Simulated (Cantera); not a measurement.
A closed system holds: 1 mol C2H5OH, 0.86 mol O2, 3.4 mol H2, equilibrated at 30.8 Torr.

Cantera equilibrium calculation (NASA polynomials, part measured and part estimated; ideal gas, pure solids and liquids). Candidate condensed phases: C, C6H6, C7H8, C8H18, H2O; 110 gas species. Rates play no part. All values below are at 2625 K.

Base state: H2 0.551, CO 0.215, H 0.156, H2O 0.0691, OH 0.00463, CO2 0.00412, O 0.000844, O2 4.30e-5 (mole fractions); condensed: gas only.

### Question
What changes in the equilibrium state with this change: C2H5OH replaced by CO?

### Answer
| species | before | after |
|---|---|---|
| H2 | 0.551 | 0.338 |
| H2O | 0.0691 | 0.298 |
| CO | 0.215 | 0.184 |
| H | 0.156 | 0.122 |
| CO2 | 0.00412 | 0.0249 |
| OH | 0.00463 | 0.0256 |
| O2 | 4.30e-5 | 0.00214 |
| O | 0.000844 | 0.00595 |
